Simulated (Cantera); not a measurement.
# Oxide etching and cleaning by halides: B2O3 + HF + O2

Feed: 1 mol B2O3, a varied amount of HF, 3.3 mol O2, equilibrated at 1073.15 K and 20.0 mbar.

Method: chemical equilibrium by Gibbs-energy minimisation in Cantera with the NASA 1993 tables (ideal gas, pure condensed phases). Candidate condensed phases: B, B2O3, B3O3H3, H2O; 43 gas species. Gases not in the tables: H3BO3. Rates play no part.

| n(HF) (mol) | log p HF | log p O2 | log p H2O | log p BF3 | log p B3O3F3 | log p BOF | log p HBO2 | log p (HBO2)3 | n B2O3(l) |
|---|---|---|---|---|---|---|---|---|---|
| 3 | -2.43 | -1.96 | -2.50 | -2.72 | -3.66 | -4.56 | -5.21 | -5.46 | 0.613 |
| 3.8 | -2.39 | -2.01 | -2.44 | -2.67 | -3.60 | -4.54 | -5.19 | -5.37 | 0.506 |
| 4.7 | -2.35 | -2.06 | -2.40 | -2.62 | -3.56 | -4.52 | -5.16 | -5.30 | 0.385 |
| 5.9 | -2.31 | -2.11 | -2.35 | -2.58 | -3.51 | -4.51 | -5.14 | -5.24 | 0.224 |
| 7.3 | -2.28 | -2.17 | -2.32 | -2.54 | -3.48 | -4.49 | -5.12 | -5.18 | 0.0354 |
| 9.1 | -2.20 | -2.24 | -2.32 | -2.52 | -3.88 | -4.63 | -5.34 | -5.83 | 0 |
| 11 | -2.11 | -2.31 | -2.36 | -2.54 | -4.58 | -4.86 | -5.70 | -6.91 | 0 |
| 14 | -2.01 | -2.39 | -2.44 | -2.61 | -5.69 | -5.23 | -6.25 | -8.57 | 0 |
| 18 | -1.93 | -2.49 | -2.53 | -2.71 | -6.73 | -5.58 | -6.77 | -10.14 | 0 |
| 22 | -1.88 | -2.57 | -2.61 | -2.78 | -7.48 | -5.83 | -7.15 | -11.26 | 0 |
| 28 | -1.84 | -2.66 | -2.70 | -2.88 | -8.31 | -6.11 | -7.56 | -12.50 | 0 |
log p: log10 of the partial pressure in bar; n: condensed amount in mol.

From 3 mol HF to 7.3 mol HF the condensed part is B2O3(l). From 9.1 mol HF to 28 mol HF nothing is condensed.
